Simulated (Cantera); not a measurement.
Diamond growth

A diamond (100) surface in a fixed gas of H2 with x(CH4) = 0.007, x(H) = 0.00045, x(CH3) = 0.00033, at 1375 K; coverages are run to steady state.

Detailed kinetics in Cantera: the Harris–Goodwin 1993 mechanism for the reconstructed diamond (100) surface.

```tsv
P (Pa)	growth (µm/h)	θ c6HH	θ c6H*	θ c6*H	θ c6**	θ c6HM
680	0.0111	0.477	0.0480	0.456	0.0186	1.42e-5
1100	0.0277	0.479	0.0479	0.455	0.0185	2.31e-5
1700	0.0622	0.479	0.0478	0.454	0.0184	3.61e-5
2700	0.143	0.479	0.0477	0.453	0.0183	5.84e-5
4200	0.306	0.480	0.0477	0.453	0.0182	9.27e-5
6600	0.641	0.480	0.0477	0.453	0.0180	0.000149
10000	1.22	0.480	0.0476	0.452	0.0179	0.000231
16000	2.41	0.479	0.0476	0.452	0.0178	0.000377
```
θ: site fractions in the mechanism's names (c6HH fully hydrogenated, c6H* and c6*H radical sites, c6** diradical, c6HM methylated).
